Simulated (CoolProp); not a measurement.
Values from CoolProp's reference Helmholtz-energy equation of state, Penoncello 2003.

Task: Give the vapour pressure (MPa), vapour density (kg/m³), surface tension (mN/m) of saturated CHF3 (R23) at 200, 215.4 K.

Result: 
| T (K) | p (MPa) | vapour density (kg/m³) | surface tension (mN/m) |
|---|---|---|---|
| 200 | 0.165 | 7.37 | 15.2 |
| 215.4 | 0.345 | 14.9 | 12.3 |

Surface tension comes from a separate correlation (Mulero 2012).
